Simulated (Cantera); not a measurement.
What does this Cantera script print?

```python
import numpy as np
import cantera as ct

gas_names = """
    CL CL2 H HCL H2 Si SiCL SiCL2 SiCL3 SiCL4 SiH SiHCL3 SiH2 SiH2CL2 SiH3 SiH3CL SiH4 Si2 Si3
""".split()
cond_names = """
    Si(cr) Si(L)
""".split()


# ... load() reads the species with a 1 bar reference pressure and builds the phases ...
atoms = {
    'SiHCl3': {'Si': 1, 'H': 1, 'CL': 3},
    'H2': {'H': 2},
    'Cl2': {'CL': 2},
    'HCl': {'H': 1, 'CL': 1},
}
top_T = {}  # K; cautious upper limits of use, not melting points


# ... equilibrate(T, P, feed) seeds the gas with the atoms and calls Mixture.equilibrate('TP', solver="vcs", rtol=1e-11, max_steps=5000) ...
results = []
feed = {'SiHCl3': 1, 'H2': 5.8, 'Cl2': 0.016, 'HCl': 0.015}  # mol
P = 1000  # Pa
for T in [800, 900, 1000, 1100, 1200, 1300, 1400, 1500, 1600, 1700]:
    mix = equilibrate(T, P, feed)
    results.append((T, P, feed, dict(zip(mix.species_names, mix.species_moles))))
    x = sorted(zip(gas.X, gas.species_names), reverse=True)
    print(f"T = {T:g} K  P = {P:g} Pa  gas = {mix.phase_moles(0):.4g} mol")
    print("   x: " + "  ".join(f"{s} {v:.3e}" for v, s in x if v > 0.001))
    print("   condensed (mol): " + ("  ".join(f"{mix.phase(i).name} {mix.phase_moles(i):.4g}"
          for i in range(1, mix.n_phases) if mix.phase_moles(i) > 1e-12) or "none"))
```

It prints:

```
T = 800 K  P = 1000 Pa  gas = 7.045 mol
   x: H2 8.841e-01  SiCL4 9.349e-02  SiHCL3 1.780e-02  HCL 4.197e-03
   condensed (mol): Si(cr) 0.213
T = 900 K  P = 1000 Pa  gas = 7.065 mol
   x: H2 8.773e-01  SiCL4 9.107e-02  SiHCL3 1.667e-02  HCL 1.361e-02
   condensed (mol): Si(cr) 0.2295
T = 1000 K  P = 1000 Pa  gas = 7.115 mol
   x: H2 8.617e-01  SiCL4 8.393e-02  HCL 3.399e-02  SiHCL3 1.499e-02  SiCL3 2.810e-03  SiCL2 2.279e-03
   condensed (mol): Si(cr) 0.2579
T = 1100 K  P = 1000 Pa  gas = 7.224 mol
   x: H2 8.325e-01  HCL 6.835e-02  SiCL4 6.778e-02  SiHCL3 1.218e-02  SiCL2 1.143e-02  SiCL3 7.459e-03
   condensed (mol): Si(cr) 0.284
T = 1200 K  P = 1000 Pa  gas = 7.42 mol
   x: H2 7.904e-01  HCL 1.110e-01  SiCL4 4.070e-02  SiCL2 3.679e-02  SiCL3 1.307e-02  SiHCL3 7.886e-03
   condensed (mol): Si(cr) 0.268
T = 1300 K  P = 1000 Pa  gas = 7.641 mol
   x: H2 7.519e-01  HCL 1.435e-01  SiCL2 7.300e-02  SiCL4 1.460e-02  SiCL3 1.340e-02  SiHCL3 3.487e-03
   condensed (mol): Si(cr) 0.2007
T = 1400 K  P = 1000 Pa  gas = 7.762 mol
   x: H2 7.343e-01  HCL 1.554e-01  SiCL2 9.702e-02  SiCL3 8.749e-03  SiCL4 3.349e-03  SiHCL3 1.120e-03
   condensed (mol): Si(cr) 0.1438
T = 1500 K  P = 1000 Pa  gas = 7.804 mol
   x: H2 7.297e-01  HCL 1.564e-01  SiCL2 1.077e-01  SiCL3 4.910e-03
   condensed (mol): Si(cr) 0.1129
T = 1600 K  P = 1000 Pa  gas = 7.82 mol
   x: H2 7.290e-01  HCL 1.545e-01  SiCL2 1.128e-01  SiCL3 2.785e-03
   condensed (mol): Si(cr) 0.09308
T = 1700 K  P = 1000 Pa  gas = 7.831 mol
   x: H2 7.283e-01  HCL 1.530e-01  SiCL2 1.152e-01  SiCL3 1.662e-03  H 1.257e-03
   condensed (mol): Si(L) 0.08204
```

Cantera equilibrium calculation (NASA polynomials, part measured and part estimated; ideal gas, pure solids and liquids). The tables' values for SiCl3, SiCl are old estimates; treat these amounts as uncertain. Gases not in the tables: Si2H6 and higher silanes.
